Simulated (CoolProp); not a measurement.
A single-stage vapour-compression cycle with the fluid: evaporating at 227.15 K (dew point), condensing at 281.15 K (bubble point), superheat 2 K, subcooling 0 K, compressor efficiency 0.6, no pressure losses. The same conditions are run with several fluids, on thermodynamics alone (safety and materials aside).

Computed with CoolProp (reference Helmholtz-energy equation of state of each fluid (R404A: Lemmon 2003; C3F8 (R218): Lemmon 2006; nitrous oxide: Lemmon 2006; R115: Lemmon 2016; dimethyl ether: Wu 2011; R152A: Outcalt 1996)). Blends and air are pseudo-pure fits.

Q: Rank R404A, C3F8 (R218), nitrous oxide, R115, dimethyl ether, R152A by cooling COP, highest first.

A: dimethyl ether (2.08), R152A (2.06), R404A (1.87), R115 (1.81), nitrous oxide (1.71), C3F8 (R218) (1.60)

```tsv
fluid	pressure ratio	discharge temperature (K)	refrigerating effect (kJ/kg)	volumetric capacity (kJ/m³)
R404A	7.89	322.3	130	690
C3F8 (R218)	8.14	284.6	54.6	367
nitrous oxide	5.05	381.2	213	4150
R115	7.60	299.5	76.3	473
dimethyl ether	9.62	357.5	369	331
R152A	10.2	358.5	262	317
```
